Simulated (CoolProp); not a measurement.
Properties of sulfur hexafluoride at several states.

Computed with CoolProp (reference Helmholtz-energy equation of state, Guder 2009).

```csv
T (K),p (MPa),phase,Z,Joule-Thomson coefficient (K/MPa),isothermal compressibility (1/MPa),fugacity coefficient
290.6,2.21,liquid,0.09379,0.6713,0.02101,0.6871
419.4,0.133,gas,0.9955,3.798,7.553,0.9955
373.6,0.235,gas,0.9877,5.120,4.308,0.9878
436.1,0.623,gas,0.9818,3.475,1.635,0.9819
```
